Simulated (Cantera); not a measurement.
An adiabatic, constant-pressure homogeneous reactor starts with 17.0 % H2, 8.94 % O2, 68.0 % N2, 6.12 % H2O, at 1125 K and 3.00 bar.

Cantera simulation using the H2/O2 subset of GRI-Mech 3.0, which has no nitrogen chemistry; the numbers are that mechanism's predictions, not measurements. The hydrogen kinetics of GRI-Mech 3.0 are dated; newer H2 mechanisms differ, most at raised pressure.

x: mole fraction; the columns are a selection and need not sum to one.

| t (s) | T (K) | x H2 | x O2 | x H2O | x O | x H2O2 | x H | x HO2 |
|---|---|---|---|---|---|---|---|---|
| 5.00e-6 | 1125 | 0.170 | 0.0894 | 0.0612 | 3.33e-10 | 2.50e-11 | [?] | 7.88e-9 |
| 2.26e-5 | 1125 | 0.170 | 0.0894 | 0.0612 | 1.40e-9 | 1.20e-9 | [?] | 9.45e-8 |
| 0.000103 | 1125 | 0.170 | 0.0894 | 0.0612 | 1.04e-8 | 8.56e-8 | [?] | 1.85e-6 |
| 0.000464 | 2248 | 0.00644 | 0.00686 | 0.242 | 0.000410 | 2.06e-7 | [?] | 2.03e-6 |
| 0.00210 | 2278 | 0.00346 | 0.00570 | 0.247 | 0.000191 | 1.35e-7 | 0.000295 | 1.05e-6 |
| 0.00952 | 2278 | 0.00346 | 0.00570 | 0.247 | 0.000191 | 1.35e-7 | 0.000295 | 1.05e-6 |
| 0.0431 | 2278 | 0.00346 | 0.00570 | 0.247 | 0.000191 | 1.35e-7 | 0.000295 | 1.05e-6 |
| 0.195 | 2278 | 0.00346 | 0.00570 | 0.247 | 0.000191 | 1.35e-7 | 0.000295 | 1.05e-6 |
| 0.883 | 2278 | 0.00346 | 0.00570 | 0.247 | 0.000191 | 1.35e-7 | 0.000295 | 1.05e-6 |
| 4.00 | 2278 | 0.00346 | 0.00570 | 0.247 | 0.000191 | 1.35e-7 | 0.000295 | 1.05e-6 |

Q: Fill in the missing entries.

A: 
- 5.00e-6, x H: 2.44e-9
- 2.26e-5, x H: 9.56e-9
- 0.000103, x H: 7.07e-8
- 0.000464, x H: 0.000820
